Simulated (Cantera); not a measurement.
A Cantera script and its output.

```python
import numpy as np
import cantera as ct

gas = ct.Solution("gri30.yaml")


def delay(T, t_max=10):
    gas.TPX = T, 100000, {'C3H8': 1, 'O2': 3.12, 'N2': 11.8, 'H2O': 1.4}
    reactor = ct.IdealGasReactor(gas, clone=False)
    net = ct.ReactorNet([reactor])
    net.rtol, net.atol = 1e-8, 1e-16
    while net.time < t_max:
        t_old, T_old = net.time, reactor.T
        net.step()
        if reactor.T > T + 400:  # ignition: a rise of 400 K
            return t_old + (T + 400 - T_old) / (reactor.T - T_old) * (net.time - t_old)
    return np.nan


taus = []
for T in [1225, 1275, 1325, 1375, 1425, 1475, 1525, 1575]:
    taus.append(delay(T))
    print(f"T0 = {T:6g} K   tau = {taus[-1]:.4e} s")
```

It prints:

```
T0 =   1225 K   tau = 4.1627e-03 s
T0 =   1275 K   tau = 1.6672e-03 s
T0 =   1325 K   tau = 7.3635e-04 s
T0 =   1375 K   tau = 3.5731e-04 s
T0 =   1425 K   tau = 1.8929e-04 s
T0 =   1475 K   tau = 1.0866e-04 s
T0 =   1525 K   tau = 6.7047e-05 s
T0 =   1575 K   tau = 4.4090e-05 s
```

Detailed kinetics in Cantera: GRI-Mech 3.0 (53 species, 325 reactions). GRI-Mech 3.0 was tuned for natural gas; its chemistry of propane as a main component is partial and can be far from experiment.
